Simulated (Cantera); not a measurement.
A perfectly stirred reactor is fed with 18.5 % C₂H₆, 81.5 % H₂, at 100.0 Torr; it is held at 1925 K, and followed from long to short residence time.

Cantera simulation using GRI-Mech 3.0 (53 species, 325 reactions); the numbers are that mechanism's predictions, not measurements. GRI-Mech 3.0 stops at C3 and has no aromatics, soot or wall deposition, so with more carbon than oxygen in the feed, carbon stays in small species such as C2H2 where larger ones or solid carbon would form.

One state of this run: x C₂H₆ = 3.43e-5; x H₂ = 0.845; x C₂H₂ = 0.125; x CH₂ = 4.86e-6; x CH₃ = 0.00161; x H = 0.00270; x CH₄ = 0.0254. x: mole fraction; the columns are a selection and need not sum to one.

Task: Which value of τ (s) does it belong to?
A. 0.024
B. 0.12
C. 0.60
D. 0.053

Result: D, 0.053
